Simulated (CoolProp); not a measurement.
Saturation properties of CH2F2 (R32).

Computed with CoolProp (reference Helmholtz-energy equation of state, Tillner-Roth 1997).

```
T (°C)  p (kPa)  liquid density (kg/m³)  surface tension (mN/m)  vapour viscosity (µPa s)  liquid conductivity (mW/(m K))
------  -------  ----------------------  ----------------------  ------------------------  ------------------------------
-64.55    50.10                    1248                    23.3                      9.27                             [?]
-55.55    82.73                    1224                    21.4                      9.69                             196
-46.65    129.9                    1199                    19.7                      10.1                             190
-37.75    196.3                     [?]                    17.9                      10.5                             183
-28.85      [?]                    1148                    16.2                      10.9                             177
-19.85    408.1                    1120                     [?]                      11.4                             170
-10.95    563.7                    1092                    12.9                      11.8                             163
-2.05     761.0                    1062                    11.3                      12.2                             [?]
6.85       1007                    1031                    9.79                      12.7                             149
15.75      1309                   998.0                    8.29                      13.2                             142
24.75      1678                   962.0                    6.83                      13.8                             134
33.65      2117                   923.3                    5.44                      14.4                             127
42.55      2636                   880.1                    4.12                      15.1                             119
51.45      3248                   830.6                    2.88                      16.1                             111
```

Q: Complete the blanks.

A: 
- -64.55, liquid conductivity (mW/(m K)): 202
- -37.75, liquid density (kg/m³): 1174
- -28.85, p (kPa): 286.7
- -19.85, surface tension (mN/m): 14.6
- -2.05, liquid conductivity (mW/(m K)): 156

It boils at -51.7 °C under 1 atm.

Viscosity comes from a separate model (Bell 2016), an estimate that may be off by 10 % or more. Thermal conductivity comes from a separate model (Huber 2003), an estimate that may be off by 10 % or more. Surface tension comes from a separate correlation (Mulero 2012).
